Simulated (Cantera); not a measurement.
An isothermal, constant-pressure homogeneous reactor starts with 13.5 % H2, 37.6 % O2, 48.9 % N2, at 1298 K and 1.00 bar.

Model: the H2/O2 subset of GRI-Mech 3.0, which has no nitrogen chemistry, integrated in Cantera. The temperature is held fixed by assumption; the heat of reaction is taken as removed at once.

One state of this run: x H2 = 2.13e-8; x O2 = 0.331; x O = 9.87e-8; x H2O = 0.145; x HO2 = 6.22e-8; x H2O2 = 4.51e-9; x H = 1.57e-10. x: mole fraction; the columns are a selection and need not sum to one.

Question: Which value of t (s) does it belong to?
(A) 43.1
(B) 2.00e-6
(C) 9.28e-6
(D) 4.31e-5

Answer: A, 43.1
